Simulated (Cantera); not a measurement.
An isothermal plug-flow reactor at 1275 K and 100000 Pa (inlet), inlet velocity 2 m/s, active area per volume 210 1/m; feed CH4 : O2 : N2 = 0.0028 : 0.13 : 0.79 (molar parts).

Cantera simulation using Deutschmann's 1995 Pt surface mechanism with GRI-Mech 3.0 gas chemistry; the numbers are that mechanism's predictions, not measurements. Catalytic surfaces can have several steady states; this one follows from the mechanism file's or the stated starting coverage. Mass transfer to the wall is taken as infinitely fast.

Problem. What does this change do: temperature 1275 to 1125 K?

Solution. 
| quantity | before | after |
|---|---|---|
| x(CH4) at z = 0.0035 m | 0.00240 | 0.00280 |
| x(O2) at z = 0.0035 m | 0.140 | 0.140 |
| x(H2O) at z = 0.0035 m | 0.00121 | 0.000459 |
| x(CO2) at z = 0.0035 m | 0.000587 | 0.000226 |
| x(CO) at z = 0.0035 m | 4.39e-6 | 2.50e-6 |
| θ(free Pt) at the exit | 0.476 | 0.314 |
| θ(O*) at the exit | 0.524 | 0.685 |

Problem. What does this change do: pressure from 100000 Pa to 42000 Pa?

Solution. 
```csv
quantity,before,after
x(CH4) at z = 0.0035 m,0.00240,0.00224
x(O2) at z = 0.0035 m,0.140,0.139
x(H2O) at z = 0.0035 m,0.00121,0.00154
x(CO2) at z = 0.0035 m,0.000587,0.000757
x(CO) at z = 0.0035 m,4.39e-6,4.65e-6
θ(free Pt) at the exit,0.476,0.540
θ(O*) at the exit,0.524,0.460
```
